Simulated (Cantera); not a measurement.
Cantera run:

```python
import numpy as np
import cantera as ct

gas_names = """
    B BH BH2 BH3 BN BO BO2 B2 B2O B2O2 B2O3 B3O3H3 H HBO HBO2 HNO HNO2 HNO3 HO2 H2 H2O H2O2 H3B3O6 N NH
    NH2 NH3 NH2OH NO NO2 NO3 N2 N2H2 N2H4 N2O O OH O2 O3
""".split()
cond_names = """
    B(b) B(L) BN(s) B2O3(L) B3O3H3(cr) H2O(s) H2O(L)
""".split()


def load(file, names, dense=False):
    # The tables refer to 1 bar. Condensed volumes are neglected.
    table = {s.name: s for s in ct.Species.list_from_file(file)}
    out = []
    for n in names:
        d = dict(table[n].input_data)
        d["thermo"] = dict(d["thermo"], **{"reference-pressure": 1e5})
        if dense:
            d["equation-of-state"] = {"model": "constant-volume", "density": "1e6 g/cm^3"}
        out.append(ct.Species.from_dict(d))
    return out


gas = ct.Solution(thermo="ideal-gas", species=load("nasa_gas.yaml", gas_names))
cond = {s.name: ct.Solution(thermo="fixed-stoichiometry", species=[s], name=s.name)
        for s in load("nasa_condensed.yaml", cond_names, dense=True)}
atoms = {
    'B2O3': {'B': 2, 'O': 3},
    'NH3': {'N': 1, 'H': 3},
    'H2': {'H': 2},
}
top_T = {'BN(s)': 3200}  # K; cautious upper limits of use, not melting points


def equilibrate(T, P, feed):
    n = {}
    for name, mol in feed.items():
        for a, k in atoms[name].items():
            n[a] = n.get(a, 0.0) + k * mol
    gas.TPX = T, P, n
    mass = sum(n.values()) * gas.mean_molecular_weight
    gas.equilibrate("TP")
    valid = [c for c in cond.values() if c.min_temp <= T <= top_T.get(c.name, c.max_temp)]
    mix = ct.Mixture([(gas, mass / gas.mean_molecular_weight)] + [(c, 0.0) for c in valid])
    mix.T, mix.P = T, P
    mix.equilibrate("TP", solver="vcs", rtol=1e-11, max_steps=5000)
    return mix


results = []
P = 1500  # Pa
for T in [923, 1023, 1123, 1223, 1323, 1423, 1523, 1623, 1723, 1823, 1923, 2023, 2123, 2223]:
    for m in [0.53, 2.1, 3.6, 5.2, 6.7, 8.3, 9.8, 11]:
        feed = {'B2O3': 1, 'NH3': 0.13, 'H2': m}  # mol
        mix = equilibrate(T, P, feed)
        results.append((T, P, feed, dict(zip(mix.species_names, mix.species_moles))))

for T, P, feed, n in results:
    print(f"{T:7g} {feed['H2']:10.4g}  " + (" + ".join(c for c in cond_names if n.get(c, 0) > 1e-12) or "gas only"))
```

Output:

```
    923       0.53  BN(s) + B2O3(L)
    923        2.1  BN(s) + B2O3(L)
    923        3.6  BN(s) + B2O3(L)
    923        5.2  BN(s) + B2O3(L)
    923        6.7  BN(s) + B2O3(L)
    923        8.3  BN(s) + B2O3(L)
    923        9.8  BN(s) + B2O3(L)
    923         11  BN(s) + B2O3(L)
   1023       0.53  BN(s) + B2O3(L)
   1023        2.1  BN(s) + B2O3(L)
   1023        3.6  BN(s) + B2O3(L)
   1023        5.2  BN(s) + B2O3(L)
   1023        6.7  BN(s) + B2O3(L)
   1023        8.3  BN(s) + B2O3(L)
   1023        9.8  BN(s) + B2O3(L)
   1023         11  BN(s) + B2O3(L)
   1123       0.53  BN(s) + B2O3(L)
   1123        2.1  BN(s) + B2O3(L)
   1123        3.6  BN(s) + B2O3(L)
   1123        5.2  BN(s) + B2O3(L)
   1123        6.7  BN(s) + B2O3(L)
   1123        8.3  BN(s) + B2O3(L)
   1123        9.8  BN(s) + B2O3(L)
   1123         11  BN(s) + B2O3(L)
   1223       0.53  BN(s) + B2O3(L)
   1223        2.1  BN(s) + B2O3(L)
   1223        3.6  BN(s) + B2O3(L)
   1223        5.2  BN(s) + B2O3(L)
   1223        6.7  BN(s) + B2O3(L)
   1223        8.3  BN(s) + B2O3(L)
   1223        9.8  BN(s) + B2O3(L)
   1223         11  BN(s) + B2O3(L)
   1323       0.53  BN(s) + B2O3(L)
   1323        2.1  BN(s) + B2O3(L)
   1323        3.6  BN(s) + B2O3(L)
   1323        5.2  BN(s) + B2O3(L)
   1323        6.7  BN(s) + B2O3(L)
   1323        8.3  BN(s) + B2O3(L)
   1323        9.8  BN(s) + B2O3(L)
   1323         11  BN(s) + B2O3(L)
   1423       0.53  BN(s) + B2O3(L)
   1423        2.1  BN(s) + B2O3(L)
   1423        3.6  BN(s) + B2O3(L)
   1423        5.2  BN(s) + B2O3(L)
   1423        6.7  BN(s) + B2O3(L)
   1423        8.3  BN(s) + B2O3(L)
   1423        9.8  BN(s) + B2O3(L)
   1423         11  BN(s) + B2O3(L)
   1523       0.53  BN(s) + B2O3(L)
   1523        2.1  B2O3(L)
   1523        3.6  B2O3(L)
   1523        5.2  B2O3(L)
   1523        6.7  B2O3(L)
   1523        8.3  B2O3(L)
   1523        9.8  B2O3(L)
   1523         11  B2O3(L)
   1623       0.53  B2O3(L)
   1623        2.1  B2O3(L)
   1623        3.6  B2O3(L)
   1623        5.2  B2O3(L)
   1623        6.7  B2O3(L)
   1623        8.3  B2O3(L)
   1623        9.8  B2O3(L)
   1623         11  B2O3(L)
   1723       0.53  B2O3(L)
   1723        2.1  B2O3(L)
   1723        3.6  B2O3(L)
   1723        5.2  B2O3(L)
   1723        6.7  B2O3(L)
   1723        8.3  gas only
   1723        9.8  gas only
   1723         11  gas only
   1823       0.53  B2O3(L)
   1823        2.1  gas only
   1823        3.6  gas only
   1823        5.2  gas only
   1823        6.7  gas only
   1823        8.3  gas only
   1823        9.8  gas only
   1823         11  gas only
   1923       0.53  gas only
   1923        2.1  gas only
   1923        3.6  gas only
   1923        5.2  gas only
   1923        6.7  gas only
   1923        8.3  gas only
   1923        9.8  gas only
   1923         11  gas only
   2023       0.53  gas only
   2023        2.1  gas only
   2023        3.6  gas only
   2023        5.2  gas only
   2023        6.7  gas only
   2023        8.3  gas only
   2023        9.8  gas only
   2023         11  gas only
   2123       0.53  gas only
   2123        2.1  gas only
   2123        3.6  gas only
   2123        5.2  gas only
   2123        6.7  gas only
   2123        8.3  gas only
   2123        9.8  gas only
   2123         11  gas only
   2223       0.53  gas only
   2223        2.1  gas only
   2223        3.6  gas only
   2223        5.2  gas only
   2223        6.7  gas only
   2223        8.3  gas only
   2223        9.8  gas only
   2223         11  gas only
```

Cantera equilibrium calculation (NASA polynomials, part measured and part estimated; ideal gas, pure solids and liquids). Mutual solubility and eutectic melting of coexisting phases are not modelled.
